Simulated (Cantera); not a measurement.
Thermodynamics of carbon deposition, reforming and gasification, feed n-butane + H2

Charge: 1 mol n-butane, 1.1 mol H2, held at 1330 Pa.

Equilibrium computed with Cantera from the NASA thermochemical tables; the gas is ideal and each condensed phase is pure. Candidate condensed phases: C, C6H6, C7H8, C8H18; 76 gas species. Equilibrium is a limit: real reactors are often held back by kinetics, nucleation or transport.

From 2675 K to 2925 K the condensed part is C(graphite). The main C-bearing gas is C2H2 (acetylene) throughout. The share of C in condensed phases is highest at 2675 K (94.3 %) and lowest at 2925 K (81.7 %).

```
T (K)   x H2    x H  x C2H2 (acetylene)      x C3  n C(graphite)
-----  -----  -----  ------------------  --------  -------------
2675   0.630  0.355              0.0136  0.000472           3.77
2700   0.602  0.382              0.0142  0.000660           3.75
2725   0.573  0.409              0.0148  0.000917           3.72
2750   0.544  0.437              0.0153   0.00127           3.70
2775   0.515  0.465              0.0158   0.00174           3.67
2800   0.485  0.493              0.0162   0.00237           3.63
2825   0.455  0.522              0.0165   0.00321           3.58
2850   0.425  0.549              0.0167   0.00433           3.53
2875   0.395  0.576              0.0168   0.00581           3.46
2900   0.366  0.602              0.0169   0.00776           3.38
2925   0.337  0.627              0.0168    0.0103           3.27
```
x: gas mole fraction; n: condensed amount in mol.
